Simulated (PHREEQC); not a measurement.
Make-up at 25 °C: 0.0067 mol/kgw NH3, 0.014 mol/kgw K2SO4 and 0.012 mol/kgw KH2PO4. Closed to the air; pH follows from the charge balance.

Computed with PHREEQC (ion-association model, phreeqc.dat).

| quantity | before | after |
|---|---|---|
| pH | 7.02 | 7.26 |
| ionic strength (mol/kgw) | 0.0633 | 0.000672 |
| K+ (mol/kgw) | 0.0384 | 0.000400 |
| SO4-2 (mol/kgw) | 0.0122 | 0.000140 |

Problem. What was changed between the two runs?
A. KH2PO4 from 0.012 to 0.0012 mol/kgw
B. K2SO4 from 0.014 to 0.028 mol/kgw
C. NH3 left out
D. KH2PO4 from 0.012 to 0.12 mol/kgw
E. diluted 100-fold with water

Solution. E, diluted 100-fold with water

This is a speciation only: nothing precipitates in the calculation.
